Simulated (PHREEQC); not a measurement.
Consider water at 25 °C with 0.0018 mol/kgw CdCl2, 0.00014 mol/kgw NiCl2, 0.0031 mol/kgw NaH2PO4 and 0.0028 mol/kgw Na2SO4. Closed to the air; pH follows from the charge balance.

Model: ion-association model, wateq4f.dat, run in PHREEQC.

```json
[
 {"quantity": "pH", "before": "4.89", "after": "6.41"},
 {"quantity": "ionic strength (mol/kgw)", "before": "0.0153", "after": "0.0121"},
 {"quantity": "Cl- (mol/kgw)", "before": "0.00362", "after": "0.00361"},
 {"quantity": "SO4-2 (mol/kgw)", "before": "0.00238", "after": "0.00238"},
 {"quantity": "Cd+2 (mol/kgw)", "before": "0.00122", "after": "0.00119"},
 {"quantity": "CdSO4 (mol/kgw)", "before": "0.000313", "after": "0.000336"},
 {"quantity": "SI of CdOHCl (CdOHCl)", "before": "-4.26", "after": "-2.72"},
 {"quantity": "SI of Mirabilite (Na2SO4:10H2O)", "before": "-5.95", "after": "-6.31"}
]
```

Task: What was changed between the two runs?
A. temperature from 25 to 85 °C
B. NaH2PO4 left out
C. diluted 10-fold with water
D. diluted 2-fold with water
E. 0.00074 mol/kgw FeCl2 added

Result: B, NaH2PO4 left out

Precipitation was switched off in this run. H3PO4, which wateq4f.dat lacks, is added to it with the constant of phreeqc.dat. The database has no phosphate complexes of Cd, Ni.
